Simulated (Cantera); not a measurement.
Equilibrium for carbothermic reduction: SiO₂ + C + H₂

A closed system holds: 1 mol SiO₂, 1.3 mol C, 9.4 mol H₂, equilibrated at 100000 Pa.

Cantera equilibrium calculation (NASA polynomials, part measured and part estimated; ideal gas, pure solids and liquids). Candidate condensed phases: C, C₆H₆, C₇H₈, C₈H₁₈, H₂O, Si, SiC, SiO₂; 123 gas species. Mutual solubility and eutectic melting of coexisting phases are not modelled. The tables hold silica as quartz up to 1696 K and as liquid above; real silica turns to tridymite and cristobalite and melts near 1996 K. Equilibrium is a limit: real reactors are often held back by kinetics, nucleation or transport.

From 1048 K to 1148 K the condensed part is C(graphite) + SiO₂(β-quartz). From 1198 K to 1348 K the condensed part is C(graphite) + SiC(s) + SiO₂(β-quartz).

| T (K) | x H₂ | x CH₄ | x CO | x H₂O | x H | x C₂H₄ | x SiO | n C(graphite) | n SiO₂(β-quartz) | n SiC(s) |
|---|---|---|---|---|---|---|---|---|---|---|
| 1048 | 0.948 | 0.0524 | 6.66e-7 | 1.18e-7 | 7.52e-9 | 6.54e-7 | 8.50e-11 | 0.832 | 1.000 | 0 |
| 1098 | 0.966 | 0.0341 | 3.25e-6 | 2.89e-7 | 2.43e-8 | 8.27e-7 | 6.29e-10 | 0.990 | 1.000 | 0 |
| 1148 | 0.977 | 0.0227 | 1.38e-5 | 6.48e-7 | 7.08e-8 | 1.01e-6 | 3.89e-9 | 1.09 | 1.000 | 0 |
| 1198 | 0.984 | 0.0155 | 5.18e-5 | 1.35e-6 | 1.89e-7 | 1.21e-6 | 2.07e-8 | 1.16 | 1.000 | 0.000246 |
| 1248 | 0.989 | 0.0109 | 0.000174 | 2.65e-6 | 4.64e-7 | 1.41e-6 | 9.56e-8 | 1.20 | 0.999 | 0.000823 |
| 1298 | 0.992 | 0.00783 | 0.000534 | 4.92e-6 | 1.07e-6 | 1.62e-6 | 3.92e-7 | 1.22 | 0.997 | 0.00251 |
| 1348 | 0.993 | 0.00575 | 0.00150 | 8.69e-6 | 2.31e-6 | 1.84e-6 | 1.45e-6 | 1.23 | 0.993 | 0.00706 |
x: gas mole fraction; n: condensed amount in mol.
